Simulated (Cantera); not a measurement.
Charge: 1 mol MgO, 2.8 mol HCl, at 600 °C and 62.0 mbar.

Method: chemical equilibrium by Gibbs-energy minimisation in Cantera with the NASA 1993 tables (ideal gas, pure condensed phases). Candidate condensed phases: H₂O, Mg, MgCl₂, MgO, Mg(OH)₂; 22 gas species. Condensed phases not in the tables: MgOHCl. The numbers say what is thermodynamically allowed, not how fast it happens.

Base state: HCl 0.973, H₂O 0.0265, MgCl₂ 5.23e-5 (mole fractions); condensed: MgCl₂(s) + MgO(s).

What changes in the equilibrium state with this change: MgO replaced by SiO₂?


| species | before | after |
|---|---|---|
| HCl | 0.973 | 1.000 |
| H₂O | 0.0265 | 3.88e-5 |
| SiCl₄ | 0 | 1.94e-5 |
| MgCl₂ | 5.23e-5 | 0 |
| MgCl₂(s), mol | 0.0722 | 0 |
| MgO(s), mol | 0.928 | 0 |
| SiO₂(β-quartz), mol | 0 | 1.000 |
Further candidate phases: Si, SiO₂.

What changes in the equilibrium state with this change: temperature from 600 °C to 1627 °C?


| species | before | after |
|---|---|---|
| HCl | 0.973 | 0.660 |
| MgCl₂ | 5.23e-5 | 0.157 |
| H₂O | 0.0265 | 0.157 |
| Cl | 1.76e-7 | 0.0169 |
| OH | <1e-9 | 0.000438 |
| H | <1e-9 | 0.000299 |
| O₂ | <1e-9 | 8.71e-5 |
| MgCl | <1e-9 | 3.43e-5 |
| O | <1e-9 | 1.12e-5 |
| MgCl₂(s), mol | 0.0722 | 0 |
| MgO(s), mol | 0.928 | 0.556 |

What changes in the equilibrium state with this change: temperature from 600 °C to 1500 °C?


| species | before | after |
|---|---|---|
| HCl | 0.973 | 0.730 |
| MgCl₂ | 5.23e-5 | 0.128 |
| H₂O | 0.0265 | 0.128 |
| OH | <1e-9 | 0.000131 |
| H | <1e-9 | 7.89e-5 |
| Cl | 1.76e-7 | 0.00928 |
| O₂ | <1e-9 | 2.01e-5 |
| H₂ | 1.07e-6 | 0.00477 |
| MgCl₂(s), mol | 0.0722 | 0 |
| MgO(s), mol | 0.928 | 0.640 |
